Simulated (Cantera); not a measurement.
What does this Cantera script print?

```python
import numpy as np
import cantera as ct

gas_names = [...]  # 45 gases of nasa_gas.yaml made of Al, Cl, H, N, O
cond_names = """
    AL(cr) AL(L) ALCL3(s) ALCL3(L) ALN(s) AL2O3(a) AL2O3(L) H2O(s) H2O(L) NH4CL(a) NH4CL(b)
""".split()


# ... load() reads the species with a 1 bar reference pressure and builds the phases ...
atoms = {
    'Al2O3': {'AL': 2, 'O': 3},
    'HCl': {'H': 1, 'CL': 1},
    'N2': {'N': 2},
}
top_T = {'ALN(s)': 2750}  # K; cautious upper limits of use, not melting points


# ... equilibrate(T, P, feed) seeds the gas with the atoms and calls Mixture.equilibrate('TP', solver="vcs", rtol=1e-11, max_steps=5000) ...
results = []
feed = {'Al2O3': 1, 'HCl': 0.049, 'N2': 0.38}  # mol
T = 1100  # K
P = 100000  # Pa
mix = equilibrate(T, P, feed)
results.append((T, P, feed, dict(zip(mix.species_names, mix.species_moles))))
print(gas.report(threshold=0.001))
for i in range(1, mix.n_phases):
    print(f"{mix.phase(i).name:16s} {mix.phase_moles(i):12.5e} mol")
```

Result:

```
       temperature   1100 K
          pressure   1e+05 Pa
           density   0.31688 kg/m^3
  mean mol. weight   28.982 kg/kmol
   phase of matter   gas

                          1 kg             1 kmol
                     ---------------   ---------------
          enthalpy        4.8732e+05        1.4123e+07  J
   internal energy        1.7175e+05        4.9776e+06  J
           entropy            8062.8        2.3367e+05  J/K
    Gibbs function       -8.3818e+06       -2.4292e+08  J
 heat capacity c_p            1141.1             33073  J/K
 heat capacity c_v            854.26             24758  J/K

                      mass frac. Y      mole frac. X     chem. pot. / RT
                     ---------------   ---------------   ---------------
               HCL           0.14349           0.11406           -36.789
                N2           0.85622            0.8858           -25.235
     [  +43 minor]        0.00029205        0.00013478

AL(L)             0.00000e+00 mol
ALCL3(L)          0.00000e+00 mol
ALN(s)            0.00000e+00 mol
AL2O3(a)          9.99989e-01 mol
```

Equilibrium computed with Cantera from the NASA thermochemical tables; the gas is ideal and each condensed phase is pure.
